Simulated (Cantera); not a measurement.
A Cantera script and its output.

```python
import numpy as np
import cantera as ct

gas = ct.Solution("gri30.yaml")
gas.TPX = 1250, 100000, {'CH2O': 0.0055, 'O2': 0.021, 'N2': 1}
reactor = ct.IdealGasConstPressureReactor(gas, energy="off", clone=False)
net = ct.ReactorNet([reactor])
net.rtol, net.atol = 1e-08, 1e-18
show = ['CH2O', 'O2', 'HO2', 'O', 'N2O', 'C2H2']
times = np.geomspace(3e-06, 8, 14)

steps = ct.SolutionArray(gas, extra=["t"])
rows = []
print(f"{'t/s':>10s}{'T/K':>9s}{'P/Pa':>11s}" + "".join(f"{s:>11s}" for s in show))
for t in times:
    while net.time < t:
        t_next = net.step()
        steps.append(gas.state, t=t_next)
    rows.append([np.interp(t, steps.t, y) for y in (steps.T, steps.P, *steps(*show).X.T)])
    print(f"{t:10.3e}{rows[-1][0]:9.1f}{rows[-1][1]:11.4g}" + "".join(f"{x:11.3e}" for x in rows[-1][2:]))
rate = np.gradient(steps.T, steps.t)
print("integrator steps:", len(steps.t))
if steps.T.max() > steps.T[0] + 200:
    print(f"time of steepest temperature rise: {steps.t[rate.argmax()]:.4e} s")
gas.TPX = 1250, 100000, {'CH2O': 0.0055, 'O2': 0.021, 'N2': 1}
gas.equilibrate("TP")
print(f"equilibrium (TP): T = {gas.T:.1f} K  " + "  ".join(f"{s} {gas[s].X[0]:.3e}" for s in show))
```

Result:

```
       t/s      T/K       P/Pa       CH2O         O2        HO2          O        N2O       C2H2
 3.000e-06   1250.0      1e+05  5.358e-03  2.046e-02  5.380e-08  3.131e-10  2.066e-15  3.029e-26
 9.363e-06   1250.0      1e+05  5.358e-03  2.046e-02  1.893e-07  8.545e-10  2.283e-14  1.820e-25
 2.922e-05   1250.0      1e+05  5.357e-03  2.046e-02  6.357e-07  1.138e-09  2.307e-13  8.009e-25
 9.121e-05   1250.0      1e+05  5.355e-03  2.046e-02  2.177e-06  2.007e-09  2.346e-12  4.057e-24
 2.847e-04   1250.0      1e+05  5.337e-03  2.044e-02  1.057e-05  8.201e-09  2.971e-11  9.516e-23
 8.885e-04   1250.0      1e+05  4.679e-03  2.012e-02  1.125e-04  1.518e-07  8.075e-10  4.991e-19
 2.773e-03   1250.0      1e+05  1.442e-11  1.718e-02  4.457e-06  4.704e-04  6.491e-08  6.448e-19
 8.655e-03   1250.0      1e+05  1.446e-13  1.559e-02  2.189e-06  8.438e-05  4.521e-07  1.293e-19
 2.701e-02   1250.0      1e+05  1.364e-15  1.517e-02  7.402e-07  1.341e-05  6.312e-07 -1.540e-25
 8.431e-02   1250.0      1e+05  1.209e-17  1.511e-02  1.223e-07  1.610e-06  6.932e-07 -1.148e-28
 2.631e-01   1250.0      1e+05  8.691e-19  1.510e-02  1.415e-08  1.967e-07  6.398e-07  4.480e-29
 8.213e-01   1250.0      1e+05 -5.421e-19  1.510e-02  2.196e-09  3.598e-08  4.348e-07  5.313e-29
 2.563e+00   1250.0      1e+05 -3.119e-20  1.510e-02  9.566e-10  1.391e-08  1.270e-07  7.385e-30
 8.000e+00   1250.0      1e+05  7.259e-20  1.510e-02  7.416e-10  8.738e-09  8.844e-09  1.241e-32
integrator steps: 2060
equilibrium (TP): T = 1250.0 K  CH2O 1.721e-24  O2 1.506e-02  HO2 7.336e-10  O 8.549e-09  N2O 6.390e-09  C2H2 3.803e-50
```

Model: GRI-Mech 3.0 (53 species, 325 reactions), integrated in Cantera.
